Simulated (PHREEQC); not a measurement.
Solution (25 °C): 0.074 mol SrCl2 and 6.3e-05 mol (CH3)4NF per kg of water. It is in equilibrium with CO2 at log p = -1 (atm). Otherwise closed; pH follows from the charge balance.

Computed with PHREEQC (ion-association model, wateq4f.dat).

The ionic strength comes out as 0.222 mol/kgw. What activity coefficients do HCO3-, F-, SrHCO3+, Sr+2, H+ get?

HCO3- 0.74, F- 0.70, SrHCO3+ 0.74, Sr+2 0.31, H+ 0.79.

This is a speciation only: nothing precipitates in the calculation. Complexes and solids missing from the database can't appear. (CH3)4N+ isn't in the database: it is added as a free cation with an ion size of 4 Å.
